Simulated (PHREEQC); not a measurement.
Solution (25 °C): 0.001 mol/kgw ZnSO4, 0.0001 mol/kgw MgSO4, 0.0082 mol/kgw HCl and 0.039 mol/kgw NaCl. Closed to the air; pH follows from the charge balance.

Computed with PHREEQC (ion-association model, wateq4f.dat).

This is a speciation only: nothing precipitates in the calculation.

Predict the pH.

pH 2.17.

In which forms is Mg present?

Mg+2 96 %, MgSO4 3.6 % of the Mg.

Species that the database lacks are ignored.
